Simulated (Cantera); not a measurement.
A closed system holds: 1 mol SiCl₄, a varied amount of Cl₂, 0.68 mol H₂, at 325 °C and 1.00 bar.

These are equilibrium values from Cantera (NASA tables, ideal gas, pure condensed phases), not measurements of a reactor. Candidate condensed phases: Si; 19 gas species. Kinetics and transport are ignored.

**Question.** At 0.99 mol Cl₂, list the 3 most abundant gas species with their mole fractions, and the condensed phases.

**Answer.** HCl 0.509, SiCl₄ 0.375, Cl₂ 0.116. Condensed: gas only.
